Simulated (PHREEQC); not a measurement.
Make-up at 25 °C: 57 mmol/kgw HNO3, 9.9 mmol/kgw CaCl2 and 0.27 mmol/kgw MnSO4. Closed to the air; pH follows from the charge balance.

The numbers come from PHREEQC with the ion-association model, wateq4f.dat.

```tsv
quantity	before	after
pH	1.33	2.28
HSO4- (mol/kgw)	0.000166	6.97e-6
SO4-2 (mol/kgw)	7.30e-5	1.82e-5
CaSO4 (mol/kgw)	2.23e-5	1.68e-6
CaHSO4+ (mol/kgw)	7.97e-6	5.68e-8
SI of Gypsum (CaSO4:2H2O)	-2.36	-3.49
SI of Pyrochroite (Mn(OH)2)	-16.52	-15.37
```

Question: Name the change that produced these shifts.
A) CaCl2 replaced by Ca(OH)2 at the same molality
B) CaCl2 from 0.0099 to 0.0495 mol/kgw
C) CaCl2 from 0.0099 to 0.0109 mol/kgw
D) diluted 10-fold with water

Answer: D, diluted 10-fold with water

This is a speciation only: nothing precipitates in the calculation.
